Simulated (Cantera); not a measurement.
Input (Python, Cantera):

```python
import numpy as np
import cantera as ct

gas = ct.Solution("h2o2.yaml")
gas.TPX = 1025, 500000, {'H2': 1, 'O2': 1.11, 'N2': 4.18}
reactor = ct.IdealGasReactor(gas, energy="on", clone=False)
net = ct.ReactorNet([reactor])
net.rtol, net.atol = 1e-08, 1e-16
show = ['H2', 'O2', 'O', 'H', 'H2O', 'OH', 'HO2']
times = np.geomspace(4e-06, 0.5, 15)

steps = ct.SolutionArray(gas, extra=["t"])
rows = []
print(f"{'t/s':>10s}{'T/K':>9s}{'P/Pa':>11s}" + "".join(f"{s:>11s}" for s in show))
for t in times:
    while net.time < t:
        t_next = net.step()
        steps.append(gas.state, t=t_next)
    rows.append([np.interp(t, steps.t, y) for y in (steps.T, steps.P, *steps(*show).X.T)])
    print(f"{t:10.3e}{rows[-1][0]:9.1f}{rows[-1][1]:11.4g}" + "".join(f"{x:11.3e}" for x in rows[-1][2:]))
rate = np.gradient(steps.T, steps.t)
print("integrator steps:", len(steps.t))
if steps.T.max() > steps.T[0] + 200:
    print(f"time of steepest temperature rise: {steps.t[rate.argmax()]:.4e} s")
gas.TPX = 1025, 500000, {'H2': 1, 'O2': 1.11, 'N2': 4.18}
gas.equilibrate("UV")
print(f"equilibrium (UV): T = {gas.T:.1f} K  " + "  ".join(f"{s} {gas[s].X[0]:.3e}" for s in show))
```

Result:

```
       t/s      T/K       P/Pa         H2         O2          O          H        H2O         OH        HO2
 4.000e-06   1025.0      5e+05  1.590e-01  1.765e-01  2.869e-11  1.072e-10  3.785e-10  9.856e-12  1.834e-09
 9.250e-06   1025.0      5e+05  1.590e-01  1.765e-01  3.005e-11  1.108e-10  1.080e-09  1.028e-11  4.619e-09
 2.139e-05   1025.0      5e+05  1.590e-01  1.765e-01  3.089e-11  1.138e-10  2.744e-09  1.057e-11  1.111e-08
 4.946e-05   1025.0      5e+05  1.590e-01  1.765e-01  3.288e-11  1.212e-10  6.781e-09  1.131e-11  2.630e-08
 1.144e-04   1025.0      5e+05  1.590e-01  1.765e-01  3.795e-11  1.399e-10  1.727e-08  1.333e-11  6.256e-08
 2.645e-04   1025.0      5e+05  1.590e-01  1.765e-01  5.240e-11  1.931e-10  4.963e-08  1.984e-11  1.542e-07
 6.116e-04   1025.0      5e+05  1.590e-01  1.765e-01  1.041e-10  3.838e-10  1.941e-07  4.646e-11  4.311e-07
 1.414e-03   1025.0      5e+05  1.590e-01  1.765e-01  4.082e-10  1.505e-09  1.412e-06  2.201e-10  1.800e-06
 3.270e-03   1025.4  5.002e+05  1.589e-01  1.764e-01  5.070e-09  1.873e-08  3.250e-05  3.538e-09  1.403e-05
 7.562e-03   2407.1  1.083e+06  5.969e-04  1.034e-01  8.849e-04  1.230e-04  1.684e-01  6.425e-03  1.539e-05
 1.749e-02   2407.1  1.083e+06  5.969e-04  1.034e-01  8.849e-04  1.230e-04  1.684e-01  6.425e-03  1.539e-05
 4.044e-02   2407.1  1.083e+06  5.969e-04  1.034e-01  8.849e-04  1.230e-04  1.684e-01  6.425e-03  1.539e-05
 9.351e-02   2407.1  1.083e+06  5.969e-04  1.034e-01  8.849e-04  1.230e-04  1.684e-01  6.425e-03  1.539e-05
 2.162e-01   2407.1  1.083e+06  5.969e-04  1.034e-01  8.849e-04  1.230e-04  1.684e-01  6.425e-03  1.539e-05
 5.000e-01   2407.1  1.083e+06  5.969e-04  1.034e-01  8.849e-04  1.230e-04  1.684e-01  6.425e-03  1.539e-05
integrator steps: 1462
time of steepest temperature rise: 7.3187e-03 s
equilibrium (UV): T = 2407.1 K  H2 5.969e-04  O2 1.034e-01  O 8.849e-04  H 1.230e-04  H2O 1.684e-01  OH 6.425e-03  HO2 1.539e-05
```

Model: the H2/O2 subset of GRI-Mech 3.0, which has no nitrogen chemistry, integrated in Cantera. The hydrogen kinetics of GRI-Mech 3.0 are dated; newer H2 mechanisms differ, most at raised pressure.
